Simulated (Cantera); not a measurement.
Source: NASA polynomial tables (part measured, part estimated), evaluated in Cantera. Values are per mole of reaction as written; species without (g) are pure solids or liquids, kept so even where they would boil at 1 bar.

4 CF3(g) ⇌ C + 3 CF4(g)

```tsv
T (K)	ΔH° (kJ)	ΔS° (J/K)	ΔG° (kJ)	log10 K
1698	-904.0	-257.9	-466.1	14.34
1848	-901.6	-256.6	-427.5	12.08
1998	(withheld)	(withheld)	(withheld)	(withheld)
2148	(withheld)	(withheld)	(withheld)	(withheld)
2298	(withheld)	(withheld)	(withheld)	(withheld)
2448	-891.3	-251.8	-275.0	5.87
```

Problem. What belongs in the gaps?

Solution. 
- 1998, ΔH° (kJ): -899.1
- 1998, ΔS° (J/K): -255.3
- 1998, ΔG° (kJ): -389.1
- 1998, log10 K: 10.17
- 2148, ΔH° (kJ): -896.6
- 2148, ΔS° (J/K): -254.0
- 2148, ΔG° (kJ): -350.9
- 2148, log10 K: 8.53
- 2298, ΔH° (kJ): -894.0
- 2298, ΔS° (J/K): -252.9
- 2298, ΔG° (kJ): -312.9
- 2298, log10 K: 7.11
